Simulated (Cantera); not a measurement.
Feed: 1 mol CH2F2, 0.24 mol H2, held at 35000 Pa.

Method: chemical equilibrium by Gibbs-energy minimisation in Cantera with the NASA 1993 tables (ideal gas, pure condensed phases). Candidate condensed phases: C, C6H6, C7H8, C8H18; 95 gas species. The numbers say what is thermodynamically allowed, not how fast it happens.

Question: What share of the C ends up in condensed phases as a function of T (K), at 1275, 1475, 1675, 1875, 2075, 2275, 2475, 2675, 2875, 3075, 3275?

Answer: 
| T (K) | C condensed (%) | as |
|---|---|---|
| 1275 | 100.0 | C(graphite) |
| 1475 | 100.0 | C(graphite) |
| 1675 | 100.0 | C(graphite) |
| 1875 | 100.0 | C(graphite) |
| 2075 | 99.9 | C(graphite) |
| 2275 | 99.8 | C(graphite) |
| 2475 | 99.6 | C(graphite) |
| 2675 | 99.0 | C(graphite) |
| 2875 | 98.0 | C(graphite) |
| 3075 | 95.2 | C(graphite) |
| 3275 | 82.5 | C(graphite) |
